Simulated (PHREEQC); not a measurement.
# Leach liquor (model solution)

Consider water at 77 °C with 0.15 mol/kgw H2SO4, 0.12 mol/kgw NiSO4 and 0.00052 mol/kgw Fe2(SO4)3. Closed to the air; pH follows from the charge balance.

Equilibrium calculation in PHREEQC: ion-association model, wateq4f.dat.

No solid was allowed to form.

Q: Estimate the pH, activity of water.

A: pH 1.17; activity of water 0.992.

Q: In which forms is Ni present?

A: Ni+2 73 %, NiSO4 27 % of the Ni.

Examples of supersaturated solids here: Hematite (slow to form), Goethite (slow to form). Others may be too. Constants without temperature data keep their 25 °C values here.
